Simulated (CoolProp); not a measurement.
A single-stage vapour-compression cycle with the fluid: evaporating at 264.15 K (dew point), condensing at 331.15 K (bubble point), superheat 2 K, subcooling 5 K, compressor efficiency 0.85, no pressure losses. The same conditions are run with several fluids, on thermodynamics alone (safety and materials aside).

Computed with CoolProp (reference Helmholtz-energy equation of state of each fluid (R1224YDZ: Akasaka 2023; R134a: Tillner-Roth 1994; CH2F2 (R32): Tillner-Roth 1997; R143a: Lemmon and Jacobsen 2000; R410A: Lemmon 2003; R115: Lemmon 2016)). Blends and air are pseudo-pure fits.

Task: Rank R1224YDZ, R134a, CH2F2 (R32), R143a, R410A, R115 by cooling COP, highest first.

Result: R1224YDZ (2.51), R134a (2.35), CH2F2 (R32) (2.27), R410A (2.11), R143a (1.99), R115 (1.77)

```
fluid        pressure ratio  discharge temperature (K)  refrigerating effect (kJ/kg)  volumetric capacity (kJ/m³)
-----------  --------------  -------------------------  ----------------------------  ---------------------------
R1224YDZ               11.4                      333.5                           111                          278
R134a                  7.69                      346.7                           119                         1230
CH2F2 (R32)            6.24                      396.4                           212                         3440
R143a                  5.94                      348.3                          96.1                         1940
R410A                  6.20                      368.7                           130                         2900
R115                   6.01                      331.1                          45.8                         1160
```

The compression ends wet for: R115.
